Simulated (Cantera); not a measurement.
A closed system holds: 1 mol TiO2, 14 mol CO, equilibrated at 2550 K and 4.10 mbar.

Cantera equilibrium calculation (NASA polynomials, part measured and part estimated; ideal gas, pure solids and liquids). Candidate condensed phases: C, Ti, TiC, TiO, TiO2, Ti2O3, Ti3O5, Ti4O7; 15 gas species. Rates play no part.

Base state: CO 0.940, TiO2 0.0258, CO2 0.0177, TiO 0.0119, O 0.00405, O2 0.000198, Ti 1.97e-5 (mole fractions); condensed: Ti3O5(l).

**Question.** What changes in the equilibrium state with this change: temperature from 2550 K to 850 K?

**Answer.** 
```csv
species,before,after
CO,0.940,0.925
CO2,0.0177,0.0755
TiO2,0.0258,<1e-9
TiO,0.0119,<1e-9
O,0.00405,<1e-9
O2,0.000198,<1e-9
"Ti3O5(l), mol",0.150,0
"C(graphite), mol",0,0.983
"TiO2(rutile), mol",0,1.00
```

**Question.** What changes in the equilibrium state with this change: temperature from 2550 K to 898 K?

**Answer.** 
```tsv
species	before	after
CO	0.940	0.977
CO2	0.0177	0.0230
TiO2	0.0258	<1e-9
TiO	0.0119	<1e-9
O	0.00405	<1e-9
O2	0.000198	<1e-9
Ti	1.97e-5	<1e-9
Ti3O5(l), mol	0.150	0
C(graphite), mol	0	0.315
TiO2(rutile), mol	0	1.00
```

**Question.** What changes in the equilibrium state with this change: pressure from 4.10 mbar to 66.0 mbar?

**Answer.** 
```json
[
 {"species": "CO", "before": "0.940", "after": "0.974"},
 {"species": "CO2", "before": "0.0177", "after": "0.0232"},
 {"species": "TiO2", "before": "0.0258", "after": "0.00174"},
 {"species": "TiO", "before": "0.0119", "after": "0.000630"},
 {"species": "Ti", "before": "1.97e-5", "after": "8.27e-7"},
 {"species": "O", "before": "0.00405", "after": "0.000319"},
 {"species": "O2", "before": "0.000198", "after": "1.97e-5"},
 {"species": "Ti3O5(l), mol", "before": "0.150", "after": "0.322"}
]
```
